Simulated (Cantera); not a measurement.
What does this Cantera script print?

```python
import numpy as np
import cantera as ct

gas = ct.Solution("gri30.yaml")
gas.TPX = 950, 1700000, {'CO': 1, 'H2': 0.47, 'O2': 0.565, 'N2': 2.13}
reactor = ct.IdealGasConstPressureReactor(gas, energy="on", clone=False)
net = ct.ReactorNet([reactor])
net.rtol, net.atol = 1e-08, 1e-16
show = ['CO', 'H2', 'O2', 'N2O', 'H2O2', 'NO']
times = np.geomspace(2e-06, 9, 11)

steps = ct.SolutionArray(gas, extra=["t"])
rows = []
print(f"{'t/s':>10s}{'T/K':>9s}{'P/Pa':>11s}" + "".join(f"{s:>11s}" for s in show))
for t in times:
    while net.time < t:
        t_next = net.step()
        steps.append(gas.state, t=t_next)
    rows.append([np.interp(t, steps.t, y) for y in (steps.T, steps.P, *steps(*show).X.T)])
    print(f"{t:10.3e}{rows[-1][0]:9.1f}{rows[-1][1]:11.4g}" + "".join(f"{x:11.3e}" for x in rows[-1][2:]))
rate = np.gradient(steps.T, steps.t)
print("integrator steps:", len(steps.t))
if steps.T.max() > steps.T[0] + 200:
    print(f"time of steepest temperature rise: {steps.t[rate.argmax()]:.4e} s")
gas.TPX = 950, 1700000, {'CO': 1, 'H2': 0.47, 'O2': 0.565, 'N2': 2.13}
gas.equilibrate("HP")
print(f"equilibrium (HP): T = {gas.T:.1f} K  " + "  ".join(f"{s} {gas[s].X[0]:.3e}" for s in show))
```

Result:

```
       t/s      T/K       P/Pa         CO         H2         O2        N2O       H2O2         NO
 2.000e-06    950.0    1.7e+06  2.401e-01  1.128e-01  1.357e-01  5.845e-16  5.366e-13  7.150e-23
 9.254e-06    950.0    1.7e+06  2.401e-01  1.128e-01  1.357e-01  3.060e-15  1.394e-11  4.621e-22
 4.282e-05    950.0    1.7e+06  2.401e-01  1.128e-01  1.357e-01  1.516e-14  3.165e-10  3.424e-21
 1.981e-04    950.0    1.7e+06  2.401e-01  1.128e-01  1.357e-01  8.661e-14  7.443e-09  5.147e-20
 9.169e-04    950.2    1.7e+06  2.401e-01  1.128e-01  1.356e-01  9.517e-13  2.521e-07  3.112e-18
 4.243e-03    958.0    1.7e+06  2.396e-01  1.125e-01  1.352e-01  3.711e-11  2.133e-05  3.121e-16
 1.963e-02   2804.2    1.7e+06  1.002e-01  9.503e-03  4.287e-03  9.062e-07  3.930e-07  4.562e-03
 9.084e-02   2804.2    1.7e+06  1.002e-01  9.503e-03  4.287e-03  9.062e-07  3.930e-07  4.562e-03
 4.203e-01   2804.2    1.7e+06  1.002e-01  9.503e-03  4.287e-03  9.062e-07  3.930e-07  4.562e-03
 1.945e+00   2804.2    1.7e+06  1.002e-01  9.503e-03  4.287e-03  9.062e-07  3.930e-07  4.562e-03
 9.000e+00   2804.2    1.7e+06  1.002e-01  9.503e-03  4.287e-03  9.062e-07  3.930e-07  4.562e-03
integrator steps: 1847
time of steepest temperature rise: 9.3099e-03 s
equilibrium (HP): T = 2804.2 K  CO 1.002e-01  H2 9.503e-03  O2 4.287e-03  N2O 9.062e-07  H2O2 3.930e-07  NO 4.562e-03
```

Cantera simulation using GRI-Mech 3.0 (53 species, 325 reactions); the numbers are that mechanism's predictions, not measurements. The hydrogen kinetics of GRI-Mech 3.0 are dated; newer H2 mechanisms differ, most at raised pressure. The pressure lies above the range GRI-Mech 3.0 was tuned for (to about 10 atm).
